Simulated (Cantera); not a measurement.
**Thermodynamics of fluorocarbon and chlorocarbon gases, feed CH2F2 + H2**

Input: 1 mol CH2F2, a varied amount of H2, equilibrated at 3275 °C and 0.975 Torr.

Cantera equilibrium calculation (NASA polynomials, part measured and part estimated; ideal gas, pure solids and liquids). Candidate condensed phases: C, C6H6, C7H8, C8H18; 95 gas species. Kinetics and transport are ignored.

```json
[
 {"n(H2) (mol)": "0.92", "log p H": "-3.14", "log p F": "-3.45", "log p C": "-3.77", "log p HF": "-4.39", "log p C2": "-5.10", "log p CF": "-5.36"},
 {"n(H2) (mol)": "1.1", "log p H": "-3.13", "log p F": "-3.48", "log p C": "-3.79", "log p HF": "-4.40", "log p C2": "-5.13", "log p CF": "-5.41"},
 {"n(H2) (mol)": "1.4", "log p H": "-3.10", "log p F": "-3.52", "log p C": "-3.82", "log p HF": "-4.41", "log p C2": "-5.20", "log p CF": "-5.48"},
 {"n(H2) (mol)": "1.7", "log p H": "-3.08", "log p F": "-3.55", "log p C": "-3.85", "log p HF": "-4.43", "log p C2": "-5.25", "log p CF": "-5.54"},
 {"n(H2) (mol)": "2.1", "log p H": "-3.06", "log p F": "-3.59", "log p C": "-3.88", "log p HF": "-4.45", "log p C2": "-5.32", "log p CF": "-5.62"},
 {"n(H2) (mol)": "2.7", "log p H": "-3.04", "log p F": "-3.65", "log p C": "-3.93", "log p HF": "-4.48", "log p C2": "-5.42", "log p CF": "-5.73"},
 {"n(H2) (mol)": "3.3", "log p H": "-3.02", "log p F": "-3.70", "log p C": "-3.98", "log p HF": "-4.51", "log p C2": "-5.51", "log p CF": "-5.82"},
 {"n(H2) (mol)": "4.1", "log p H": "-3.00", "log p F": "-3.76", "log p C": "-4.03", "log p HF": "-4.55", "log p C2": "-5.61", "log p CF": "-5.93"},
 {"n(H2) (mol)": "5", "log p H": "-2.99", "log p F": "-3.82", "log p C": "-4.08", "log p HF": "-4.60", "log p C2": "-5.72", "log p CF": "-6.04"},
 {"n(H2) (mol)": "6.2", "log p H": "-2.97", "log p F": "-3.89", "log p C": "-4.14", "log p HF": "-4.65", "log p C2": "-5.84", "log p CF": "-6.17"}
]
```
log p: log10 of the partial pressure in bar; nothing condenses.

From 0.92 mol H2 to 6.2 mol H2 nothing is condensed. The main C-bearing gas is C throughout.
